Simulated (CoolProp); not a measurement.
Vapour-liquid equilibrium of dimethyl carbonate (1) + n-heptane (2) at 1.77 MPa; x and y are mole fractions of (1).

The numbers come from the multi-fluid Helmholtz-energy mixture model, Zhou 2011 and Span 2003; pair parameters Bell 2016 in CoolProp.

```json
[
 {"x": "0.05", "bubble temperature (K)": "505.2", "y at the bubble point": "?", "dew temperature at overall composition x (K)": "507.1", "liquid density (mol/L)": "4.405"},
 {"x": "0.15", "bubble temperature (K)": "497.3", "y at the bubble point": "0.232", "dew temperature at overall composition x (K)": "501.6", "liquid density (mol/L)": "4.716"},
 {"x": "0.25", "bubble temperature (K)": "491.6", "y at the bubble point": "0.350", "dew temperature at overall composition x (K)": "?", "liquid density (mol/L)": "5.019"},
 {"x": "0.35", "bubble temperature (K)": "487.6", "y at the bubble point": "0.444", "dew temperature at overall composition x (K)": "491.6", "liquid density (mol/L)": "5.331"},
 {"x": "0.45", "bubble temperature (K)": "484.9", "y at the bubble point": "0.523", "dew temperature at overall composition x (K)": "487.4", "liquid density (mol/L)": "5.669"},
 {"x": "0.55", "bubble temperature (K)": "483.3", "y at the bubble point": "0.593", "dew temperature at overall composition x (K)": "484.2", "liquid density (mol/L)": "?"},
 {"x": "0.65", "bubble temperature (K)": "482.6", "y at the bubble point": "0.661", "dew temperature at overall composition x (K)": "482.6", "liquid density (mol/L)": "6.476"},
 {"x": "0.75", "bubble temperature (K)": "482.7", "y at the bubble point": "0.731", "dew temperature at overall composition x (K)": "482.9", "liquid density (mol/L)": "6.964"},
 {"x": "0.85", "bubble temperature (K)": "484.0", "y at the bubble point": "0.815", "dew temperature at overall composition x (K)": "484.8", "liquid density (mol/L)": "7.512"},
 {"x": "0.95", "bubble temperature (K)": "486.8", "y at the bubble point": "0.926", "dew temperature at overall composition x (K)": "487.6", "liquid density (mol/L)": "8.116"}
]
```

Task: Complete the blanks.

Result: 
- 0.05, y at the bubble point: 0.084
- 0.25, dew temperature at overall composition x (K): 496.4
- 0.55, liquid density (mol/L): 6.047

y crosses x between x = 0.65 and 0.75: the model has an azeotrope there.

Pair parameters are fitted to limited data, so mixtures are less certain than the pure fluids.
